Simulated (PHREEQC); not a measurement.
A column of 0.1 m (30 cells, dispersivity 0.005 m, 60 s a shift, diffusion coefficient 3e-10 m²/s) holds 0.35 eq of the database's cation exchanger X per kg of pore water, first in equilibrium with 16 mmol/kgw CaCl2, 0.33 mmol/kgw ZnCl2 and 0.01 mmol/kgw HCl. It is flushed with 63 mmol/kgw CaCl2 and 0.01 mmol/kgw HCl, at 40 °C. Values are for the last cell. CO2 from the air is kept out. Nothing may precipitate in this run.

Computed with PHREEQC (ion-association model, phreeqc.dat).

| pore volumes | Zn in solution (mol/kgw) | Ca in solution (mol/kgw) | Cl in solution (mol/kgw) |
|---|---|---|---|
| 0 | 0.000330 | 0.0160 | 0.0327 |
| 0.55 | 0.000366 | 0.0177 | 0.0361 |
| 1.083 | (withheld) | 0.0461 | 0.0943 |
| 1.617 | 0.00132 | 0.0596 | 0.122 |
| 2.417 | 0.000982 | 0.0620 | 0.126 |
| 2.95 | (withheld) | 0.0623 | 0.126 |
| 3.483 | 0.000394 | 0.0626 | 0.126 |
| 4.017 | 0.000221 | 0.0628 | 0.126 |
| 4.55 | (withheld) | 0.0629 | 0.126 |
| 5.083 | 6.07e-5 | 0.0629 | 0.126 |
| 5.617 | (withheld) | 0.0630 | 0.126 |
| 6.417 | 1.06e-5 | 0.0630 | 0.126 |
| 6.95 | 5.14e-6 | 0.0630 | 0.126 |
| 7.483 | 2.47e-6 | 0.0630 | 0.126 |
| 8.017 | 1.18e-6 | 0.0630 | 0.126 |

**Question.** Fill in the missing entries.

**Answer.** 
- 1.083, Zn in solution (mol/kgw): 0.00103
- 2.95, Zn in solution (mol/kgw): 0.000654
- 4.55, Zn in solution (mol/kgw): 0.000118
- 5.617, Zn in solution (mol/kgw): 3.06e-5

Away from 25 °C the constants follow the database's enthalpies or fits; those with neither stay at their 25 °C values.
